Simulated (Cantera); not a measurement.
What does this Cantera script print?

```python
import numpy as np
import cantera as ct

gas_names = """
    N2 NO P2 P4 O2
""".split()
cond_names = """
    P4O10(s)
""".split()


# ... load() reads the species with a 1 bar reference pressure and builds the phases ...
species = {s.name: s for s in load("nasa_gas.yaml", gas_names) + load("nasa_condensed.yaml", cond_names)}
# Each term lists the table entries of one substance; the one whose range holds T is used.
reactions = {
    'P4O10 + 5 N2(g) = 10 NO(g) + 2 P2(g)':
        [(-1, ['P4O10(s)']), (-5, ['N2']), (10, ['NO']), (2, ['P2'])],
    'P4(g) + 5 O2(g) = P4O10':
        [(-1, ['P4']), (-5, ['O2']), (1, ['P4O10(s)'])],
}


def pick(names, T):
    return next(species[n] for n in names if species[n].thermo.min_temp <= T <= species[n].thermo.max_temp)


results = []
for label, terms in reactions.items():
    print(label)
    print("     T/K   dH/kJ  dS/(J/K)   dG/kJ   log10 K")
    for T in [398, 448, 498, 548, 598, 648]:
        used = [(nu, pick(names, T)) for nu, names in terms]
        dH = sum(nu * s.thermo.h(T) for nu, s in used) / 1e6
        dS = sum(nu * s.thermo.s(T) for nu, s in used) / 1e3
        dG = dH - T * dS / 1e3
        logK = -dG * 1e6 / (ct.gas_constant * T * np.log(10))
        results.append((label, T, dH, dS, dG, logK, [s.name for _, s in used]))
        print(f"{T:8g} {dH:8.1f} {dS:8.1f} {dG:8.1f} {logK:8.2f}")
```

It prints:

```
P4O10 + 5 N2(g) = 10 NO(g) + 2 P2(g)
     T/K   dH/kJ  dS/(J/K)   dG/kJ   log10 K
     398   4208.2   1352.1   3670.1  -481.66
     448   4205.8   1346.5   3602.6  -420.04
     498   4202.6   1339.6   3535.5  -370.82
     548   4198.5   1331.9   3468.7  -330.62
     598   4193.8   1323.6   3402.3  -297.18
     648   4188.3   1314.8   3336.3  -268.93
P4(g) + 5 O2(g) = P4O10
     T/K   dH/kJ  dS/(J/K)   dG/kJ   log10 K
     398  -3067.2  -1072.3  -2640.4   346.53
     448  -3065.0  -1067.1  -2586.9   301.62
     498  -3062.0  -1060.8  -2533.7   265.76
     548  -3058.2  -1053.6  -2480.9   236.47
     598  -3053.8  -1045.8  -2428.4   212.11
     648  -3048.6  -1037.5  -2376.3   191.55
```

Cantera with NASA thermochemical tables; ideal gases at 1 bar, condensed phases pure. Condensed species are held in their standard states even where they would react or evaporate.
